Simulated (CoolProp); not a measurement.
Vapour-liquid equilibrium of R22 (1) + c-C4F8 (RC318) (2) at -11.15 °C; x and y are mole fractions of (1).

Model: multi-fluid Helmholtz-energy mixture model, Kamei 1995 and Platzer 1990; pair parameters Bell 2016, in CoolProp. This equation is an older, rougher fit; its heat capacities, sound speeds and derivatives of the liquid may be far off and weren't checked against measurements.

```
x      bubble pressure (kPa)  y at the bubble point  dew pressure at overall composition x (kPa)  liquid density (mol/L)
-----  ---------------------  ---------------------  -------------------------------------------  ----------------------
0.05                   90.15                  0.143                                        84.10                   8.382
0.125                  112.5                  0.376                                        88.85                   8.716
0.2                    144.0                  0.562                                        94.50                   9.064
0.275                  180.2                  0.688                                        101.2                   9.428
0.35                   215.8                  0.767                                        109.3                   9.814
0.425                  246.6                  0.816                                        119.2                   10.23
0.5                    271.0                  0.849                                        131.4                   10.67
0.575                  288.9                  0.870                                        146.9                   11.16
0.65                   301.9                  0.886                                        167.4                   11.69
0.725                  311.7                  0.900                                        195.3                   12.29
0.8                    320.3                  0.914                                        235.5                   12.96
0.875                  328.6                  0.934                                        292.7                   13.72
0.95                   336.6                  0.966                                        333.3                   14.59
```

No azeotrope shows between x = 0.05 and 0.95.

The pair parameters rest on a limited set of measurements; away from them the model extrapolates. The gap from Raoult's law changes sign with composition, which may be real or a fault of the pair parameters; it wasn't checked against measurements.
